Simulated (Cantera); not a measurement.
What does this Cantera script print?

```python
import numpy as np
import cantera as ct

gas_names = """
    N NO
""".split()
cond_names = """
    V2O4(I) V2O4(II) V2O4(L) V2O3(s) V2O3(L)
""".split()


# ... load() reads the species with a 1 bar reference pressure and builds the phases ...
species = {s.name: s for s in load("nasa_gas.yaml", gas_names) + load("nasa_condensed.yaml", cond_names)}
# Each term lists the table entries of one substance; the one whose range holds T is used.
reactions = {
    'V2O4 + N(g) = NO(g) + V2O3':
        [(-1, ['V2O4(I)', 'V2O4(II)', 'V2O4(L)']), (-1, ['N']), (1, ['NO']), (1, ['V2O3(s)', 'V2O3(L)'])],
}


def pick(names, T):
    return next(species[n] for n in names if species[n].thermo.min_temp <= T <= species[n].thermo.max_temp)


results = []
for label, terms in reactions.items():
    print(label)
    print("     T/K   dH/kJ  dS/(J/K)   dG/kJ   log10 K")
    for T in [1250, 1400, 1550, 1700, 1850, 2000]:
        used = [(nu, pick(names, T)) for nu, names in terms]
        dH = sum(nu * s.thermo.h(T) for nu, s in used) / 1e6
        dS = sum(nu * s.thermo.s(T) for nu, s in used) / 1e3
        dG = dH - T * dS / 1e3
        logK = -dG * 1e6 / (ct.gas_constant * T * np.log(10))
        results.append((label, T, dH, dS, dG, logK, [s.name for _, s in used]))
        print(f"{T:8g} {dH:8.1f} {dS:8.1f} {dG:8.1f} {logK:8.2f}")
```

It prints:

```
V2O4 + N(g) = NO(g) + V2O3
     T/K   dH/kJ  dS/(J/K)   dG/kJ   log10 K
    1250   -190.8     12.8   -206.9     8.64
    1400   -191.7     12.2   -208.8     7.79
    1550   -192.3     11.8   -210.5     7.10
    1700   -192.5     11.6   -212.3     6.52
    1850   -305.6    -50.6   -212.0     5.99
    2000   -310.2    -53.0   -204.2     5.33
```

Cantera with NASA thermochemical tables; ideal gases at 1 bar, condensed phases pure. Condensed species are held in their standard states even where they would react or evaporate.
